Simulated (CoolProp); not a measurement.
Values from CoolProp's reference Helmholtz-energy equation of state, Lemmon 2006. It is a short technical equation, of lower accuracy than the large ones.

Problem. Give the vapour pressure (MPa), liquid density (kg/m³), enthalpy of vaporisation (kJ/kg), liquid cp (kJ/(kg K)) of saturated toluene at 168.95, 250.45 °C.

Solution. 
| T (°C) | p (MPa) | liquid density (kg/m³) | enthalpy of vaporisation (kJ/kg) | liquid cp (kJ/(kg K)) |
|---|---|---|---|---|
| 168.95 | 0.415 | 715 | 318 | 2.24 |
| 250.45 | 1.68 | 599 | 233 | 2.70 |
